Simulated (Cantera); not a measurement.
Charge: 1 mol SiH4, 12 mol H2, 1 mol C2H4, at 2075 °C.

Equilibrium computed with Cantera from the NASA thermochemical tables; the gas is ideal and each condensed phase is pure. Candidate condensed phases: C, C6H6, C7H8, C8H18, Si, SiC; 87 gas species. Gases not in the tables: Si2H6 and higher silanes. Rates play no part.

x: gas mole fraction; n: condensed amount in mol.

```csv
P (Pa),x H2,x H,x Si,x SiC2,n C(graphite),n SiC(s)
100,0.636,0.311,0.0412,0.00669,1.57,0
220,0.722,0.224,0.0417,0.00678,1.56,0
460,0.783,0.161,0.0405,0.00657,1.54,0
1000,0.851,0.114,0.0231,(withheld),1.23,0.436
2200,0.902,0.0791,0.0105,(withheld),1.01,0.749
4600,0.932,0.0556,0.00503,(withheld),0.915,0.880
10000,0.953,0.0381,0.00231,(withheld),0.869,0.943
22000,0.967,0.0259,0.00105,(withheld),0.846,0.973
46000,0.976,0.0180,0.000503,(withheld),0.836,0.986
100000,0.982,0.0122,0.000231,(withheld),0.828,0.992
```

Problem. Complete the blanks.

Solution. 
- 1000, x SiC2: 0.00375
- 2200, x SiC2: 0.00171
- 4600, x SiC2: 0.000816
- 10000, x SiC2: 0.000375
- 22000, x SiC2: 0.000171
- 46000, x SiC2: 8.16e-5
- 100000, x SiC2: 3.75e-5
